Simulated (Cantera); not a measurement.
A closed system holds: 1 mol Al(CH₃)₃, 7.3 mol H₂O, 440 mol H₂, at 1852 °C.

Method: chemical equilibrium by Gibbs-energy minimisation in Cantera with the NASA 1993 tables (ideal gas, pure condensed phases). Candidate condensed phases: Al, Al₂O₃, C, C₆H₆, C₇H₈, C₈H₁₈, H₂O; 121 gas species. The feed counts by its element totals alone. Kinetics and transport are ignored.

Task: Which condensed phases are stable at each of these points (P (Pa)): 10, 63, 400, 2500, 16000, 100000?

Result: 
```json
[
 {"P (Pa)": "10", "condensed phases": "gas only", "Al condensed (%)": "0.0"},
 {"P (Pa)": "63", "condensed phases": "Al₂O₃(s)", "Al condensed (%)": "25.0"},
 {"P (Pa)": "400", "condensed phases": "Al₂O₃(s)", "Al condensed (%)": "81.5"},
 {"P (Pa)": "2500", "condensed phases": "Al₂O₃(s)", "Al condensed (%)": "96.0"},
 {"P (Pa)": "16000", "condensed phases": "Al₂O₃(s)", "Al condensed (%)": "99.0"},
 {"P (Pa)": "100000", "condensed phases": "Al₂O₃(s)", "Al condensed (%)": "99.7"}
]
```

At 10.0 Pa nothing is condensed. From 63.0 Pa to 1.00 bar the condensed part is Al₂O₃(s). The share of Al in condensed phases is highest at 1.00 bar (99.7 %) and lowest at 10.0 Pa (0.0 %).
